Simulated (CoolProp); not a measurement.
Vapour-liquid equilibrium of acetone (1) + dimethyl carbonate (2) at 282.1 K; x and y are mole fractions of (1).

Values from CoolProp's multi-fluid Helmholtz-energy mixture model, Lemmon 2006 and Zhou 2011; pair parameters Bell 2016.

```
x     bubble pressure, mixture model (MPa)  bubble pressure, Raoult's law (MPa)  y, mixture model  y, Raoult's law
----  ------------------------------------  -----------------------------------  ----------------  ---------------
0.05                              0.003740                             0.003595             0.234            0.204
0.2                               0.005649                             0.005346             0.566            0.549
0.35                              0.007343                             0.007096             0.723            0.724
0.5                               0.008979                             0.008846             0.822            0.830
0.65                               0.01064                              0.01060             0.893            0.901
0.8                                0.01235                              0.01235             0.947            0.951
0.95                               0.01410                              0.01410             0.989            0.989
```

The largest gap from Raoult's law is +5.7 % in bubble pressure, at x = 0.2. No azeotrope shows between x = 0.05 and 0.95.

Pair parameters are fitted to limited data, so mixtures are less certain than the pure fluids.
